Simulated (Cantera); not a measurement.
Mixture: CH4 : O2 : N2 = 1 : 1.25 : 4.7 (molar parts), equivalence ratio 1.6, at 10.0 bar, adiabatic and at constant volume. Ignition delay is the time to a rise of 400 K.

Cantera simulation using GRI-Mech 3.0 (53 species, 325 reactions); the numbers are that mechanism's predictions, not measurements.

Task: Predict: delay at 1198 K; delay at 1298 K; delay at 1398 K; delay at 1498 K; delay at 1598 K; apparent activation energy between 1548 and 1648 K.

Result: 
```
Item                                                    Result
--------------------------------------------------  ----------
delay at 1198 K                                        5.86 ms
delay at 1298 K                                        1.78 ms
delay at 1398 K                                       0.595 ms
delay at 1498 K                                       0.216 ms
delay at 1598 K                                        84.1 µs
apparent activation energy between 1548 and 1648 K  190 kJ/mol
```
